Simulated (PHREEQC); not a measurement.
Solution (20 °C): 0.2 mol H2SO4, 0.21 mol Li2SO4 and 0.0002 mol Fe2(SO4)3 per kg of water. Closed to the air; pH follows from the charge balance.

Equilibrium calculation in PHREEQC: ion-association model, phreeqc.dat.

Each row changes one thing in this solution. Precipitation was switched off in this run.

```
case                                       pH  ionic strength (mol/kgw)  Li+ (mol/kgw)  HSO4- (mol/kgw)  SO4-2 (mol/kgw)  LiSO4- (mol/kgw)  SI of Goethite (FeOOH)  SI of Hematite (Fe2O3)
---------------------------------------  ----  ------------------------  -------------  ---------------  ---------------  ----------------  ----------------------  ----------------------
as made                                  0.98                     0.635          0.383            0.261            0.112            0.0369                   -2.46                   -2.94
0.21 mol/kgw TMAH added                  1.45                     0.828          0.362       (withheld)            0.209            0.0583                   -1.24                   -0.48
diluted 10-fold with water               1.73                (withheld)         0.0404           0.0177           0.0218        (withheld)                   -0.54                   +0.90
diluted 100-fold with water              2.52                    0.0109        0.00416         0.000663          0.00340           4.08e-5                   +1.48                   +4.95
Fe2(SO4)3 from 0.0002 to 0.0001 mol/kgw  0.98                     0.634          0.383            0.261            0.112            0.0369                   -2.77                   -3.54
H2SO4 left out                           4.20                (withheld)          0.367         0.000241            0.157            0.0532                   +6.80                  +15.59
```

### Question
What belongs in the gaps?

### Answer

- 0.21 mol/kgw TMAH added, HSO4- (mol/kgw): 0.143
- diluted 10-fold with water, ionic strength (mol/kgw): 0.0846
- diluted 10-fold with water, LiSO4- (mol/kgw): 0.00155
- H2SO4 left out, ionic strength (mol/kgw): 0.524

The ionic strength passes 0.7 mol/kgw, the rough limit of the ion-association models, in 0.21 mol/kgw TMAH added. Some of these states are supersaturated (in Hematite (slow to form), Goethite (slow to form), Fe(OH)3(a), for instance). (CH3)4N+ isn't in the database: it is added as a free cation with an ion size of 4 Å.
